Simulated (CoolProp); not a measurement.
Vapour-liquid equilibrium of n-hexane (1) + benzene (2) at 0.995 bar; x and y are mole fractions of (1).

Model: multi-fluid Helmholtz-energy mixture model, Thol 2019 and Thol 2012; pair parameters Bell 2016, in CoolProp.

Q: Give the bubble temperature and the first vapour's composition at x = 0.575, 0.725, 0.875. Is there an azeotrope?

A: x = 0.575: 69.2 °C, y = 0.634; x = 0.725: 68.4 °C, y = 0.750; x = 0.875: 68.1 °C, y = 0.878. y crosses x between x = 0.875 and 0.95: the model has an azeotrope there.

The pair parameters rest on a limited set of measurements; away from them the model extrapolates.
